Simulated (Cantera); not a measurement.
## Si3N4 + H2 + HCl (nitride etching)

A closed system holds: 1 mol Si3N4, 530 mol H2, a varied amount of HCl, held at 100 Torr.

Cantera equilibrium calculation (NASA polynomials, part measured and part estimated; ideal gas, pure solids and liquids). Candidate condensed phases: NH4Cl, Si, Si3N4; 28 gas species. Mutual solubility and eutectic melting of coexisting phases are not modelled. The tables' values for SiCl3 are old estimates. The numbers say what is thermodynamically allowed, not how fast it happens.

### Question
Map the stable condensed phases over T = 1127, 1177, 1227, 1277, 1327, 1377, 1427, 1477, 1527, 1577, 1627, 1677, 1727, 1777 °C and n(HCl) in mol = 1.2, 1.8, 2.6, 3.7, 5.3, 7.7, 11, 16, 23, 33, 47.

### Answer
```
T in °C \ n(HCl) in mol
         1.2 1.8 2.6 3.7 5.3 7.7  11  16  23  33  47
   1777    A   A   A   A   A   A   A   A   A   B   B
   1727    A   A   A   A   A   A   A   A   A   B   B
   1677    A   A   A   A   A   A   A   A   A   B   B
   1627    A   A   A   A   A   A   A   A   A   B   B
   1577    A   A   A   A   A   A   A   A   A   B   B
   1527    A   A   A   A   A   A   A   A   A   B   B
   1477    A   A   A   A   A   A   A   A   A   B   B
   1427    A   A   A   A   A   A   A   A   A   B   B
   1377    A   A   A   A   A   A   A   A   A   B   B
   1327    C   C   C   C   C   C   C   C   D   B   B
   1277    C   C   C   C   C   C   C   D   D   D   B
   1227    C   C   C   C   C   D   D   D   D   D   D
   1177    C   C   C   C   D   D   D   D   D   D   D
   1127    C   C   D   D   D   D   D   D   D   D   D
```
A: Si; B: gas only; C: Si + Si3N4; D: Si3N4.
